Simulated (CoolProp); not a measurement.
Aqueous potassium carbonate as a coolant, 38 % by mass, freezing at -32.8 °C, 1 atm.

Computed with CoolProp (Melinder's fits for secondary coolants).

```
T (°C)  conductivity (W/(m K))  viscosity (mPa s)  Prandtl number  cp (kJ/(kg K))
------  ----------------------  -----------------  --------------  --------------
-30.5                    0.477               27.2             152               ?
-19.1                    0.496               14.9               ?               ?
-7.6                     0.515               9.03               ?           2.706
3.8                      0.533               6.05               ?           2.726
15.2                         ?               4.36               ?               ?
26.7                     0.569               3.31            16.1           2.768
38.1                     0.587               2.60            12.4           2.790
```

**Question.** Fill in the missing entries.

**Answer.** 
- -30.5, cp (kJ/(kg K)): 2.667
- -19.1, Prandtl number: 80.5
- -19.1, cp (kJ/(kg K)): 2.686
- -7.6, Prandtl number: 47.5
- 3.8, Prandtl number: 31.0
- 15.2, conductivity (W/(m K)): 0.551
- 15.2, Prandtl number: 21.7
- 15.2, cp (kJ/(kg K)): 2.747
